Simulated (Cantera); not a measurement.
Cantera run:

```python
import numpy as np
import cantera as ct

gas_names = """
    Si2C H2 SiH3
""".split()
cond_names = """
    C(gr)
""".split()


def load(file, names, dense=False):
    # The tables refer to 1 bar. Condensed volumes are neglected.
    table = {s.name: s for s in ct.Species.list_from_file(file)}
    out = []
    for n in names:
        d = dict(table[n].input_data)
        d["thermo"] = dict(d["thermo"], **{"reference-pressure": 1e5})
        if dense:
            d["equation-of-state"] = {"model": "constant-volume", "density": "1e6 g/cm^3"}
        out.append(ct.Species.from_dict(d))
    return out


species = {s.name: s for s in load("nasa_gas.yaml", gas_names) + load("nasa_condensed.yaml", cond_names)}
# Each term lists the table entries of one substance; the one whose range holds T is used.
reactions = {
    'Si2C(g) + 3 H2(g) = 2 SiH3(g) + C':
        [(-1, ['Si2C']), (-3, ['H2']), (2, ['SiH3']), (1, ['C(gr)'])],
}


def pick(names, T):
    return next(species[n] for n in names if species[n].thermo.min_temp <= T <= species[n].thermo.max_temp)


results = []
for label, terms in reactions.items():
    print(label)
    print("     T/K   dH/kJ  dS/(J/K)   dG/kJ   log10 K")
    for T in [448, 498, 548, 598, 648]:
        used = [(nu, pick(names, T)) for nu, names in terms]
        dH = sum(nu * s.thermo.h(T) for nu, s in used) / 1e6
        dS = sum(nu * s.thermo.s(T) for nu, s in used) / 1e3
        dG = dH - T * dS / 1e3
        logK = -dG * 1e6 / (ct.gas_constant * T * np.log(10))
        results.append((label, T, dH, dS, dG, logK, [s.name for _, s in used]))
        print(f"{T:8g} {dH:8.1f} {dS:8.1f} {dG:8.1f} {logK:8.2f}")
```

It prints:

```
Si2C(g) + 3 H2(g) = 2 SiH3(g) + C
     T/K   dH/kJ  dS/(J/K)   dG/kJ   log10 K
     448   -122.9   -212.2    -27.8     3.24
     498   -124.3   -215.3    -17.1     1.80
     548   -125.5   -217.6     -6.3     0.60
     598   -126.5   -219.3      4.6    -0.40
     648   -127.2   -220.4     15.6    -1.26
```

Standard-state values (1 bar) from the NASA 1993 polynomials, evaluated with Cantera. Condensed species are held in their standard states even where they would react or evaporate.
